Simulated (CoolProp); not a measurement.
A single-stage vapour-compression cycle with hydrogen chloride: evaporating at 214.15 K (dew point), condensing at 251.15 K (bubble point), superheat 0 K, subcooling 5 K, compressor efficiency 0.85, no pressure losses. Each further row changes one setting.

The numbers come from the reference Helmholtz-energy equation of state, Thol 2018 in CoolProp.

```tsv
case	cooling COP	pressure ratio	discharge temperature (K)	refrigerating effect (kJ/kg)	volumetric capacity (kJ/m³)
as stated	4.12	3.81	326.3	357	2870
evaporating temperature 219.15 K	5.01	3.10	312.3	(withheld)	3510
condensing temperature 246.15 K	4.90	3.26	310.7	366	2940
subcooling 10 K	(withheld)	3.81	326.3	366	2940
superheat 10 K	(withheld)	3.81	(withheld)	(withheld)	(withheld)
compressor efficiency 0.75	3.64	3.81	(withheld)	357	2870
```

**Question.** Fill in the missing entries.

**Answer.** 
- evaporating temperature 219.15 K, refrigerating effect (kJ/kg): 359
- subcooling 10 K, cooling COP: 4.22
- superheat 10 K, cooling COP: 3.99
- superheat 10 K, discharge temperature (K): 342.6
- superheat 10 K, refrigerating effect (kJ/kg): 367
- superheat 10 K, volumetric capacity (kJ/m³): 2780
- compressor efficiency 0.75, discharge temperature (K): 339.1
